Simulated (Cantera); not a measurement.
Standard-state values (1 bar) from the NASA 1993 polynomials, evaluated with Cantera. Values are per mole of reaction as written; species without (g) are pure solids or liquids, kept so even where they would boil at 1 bar.

### Question
Between 300 and 850 K, where is each reaction favourable under standard conditions?
- 0.6667 Ti + Cl₂(g) → 0.6667 TiCl₃
- 2 Li + Cl₂(g) → 2 LiCl(g)
- Pb + Cl₂(g) → PbCl₂(g)

### Answer
- 0.6667 Ti + Cl₂(g) → 0.6667 TiCl₃: ΔG° is -436 kJ at 300 K and -358 kJ at 850 K; it stays negative (K > 1). ΔH° is -474 kJ and ΔS° -137 J/K at 850 K.
- 2 Li + Cl₂(g) → 2 LiCl(g): ΔG° is -435 kJ at 300 K and -502 kJ at 850 K; it stays negative (K > 1). ΔH° is -410 kJ and ΔS° 109 J/K at 850 K.
- Pb + Cl₂(g) → PbCl₂(g): ΔG° is -183 kJ at 300 K and -195 kJ at 850 K; it stays negative (K > 1). ΔH° is -183 kJ and ΔS° 13 J/K at 850 K.
